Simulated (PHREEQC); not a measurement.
1 kg of water holding 0.00048 mol CaSO4, 0.021 mol NaBr, 0.029 mol MgBr2, 0.071 mol KCl and 0.32 mol NaCl is evaporated at 15 °C; the solids stay in contact with the brine. CO2 from the air is kept out. Only these solids could form: Arcanite, Bischofite, Bloedite, Brucite, Carnallite, Epsomite, Glaserite, Glauberite, Gypsum, Anhydrite, Halite, Hexahydrite, Kainite, Kieserite, Leonite, Mirabilite, Misenite, Polyhalite, Portlandite, Schoenite, Sylvite, Syngenite, Thenardite, MgCl2_4H2O.

The series has 21 steps of water left (kg), from 1 to 0.01979.

All values are PHREEQC results (Pitzer model, pitzer.dat), not measurements.

### Question
Which solids form, in which order, and at which step of the series does each first stand?

### Answer
Halite from water left = 0.06418 kg; Sylvite from water left = 0.03564 kg.
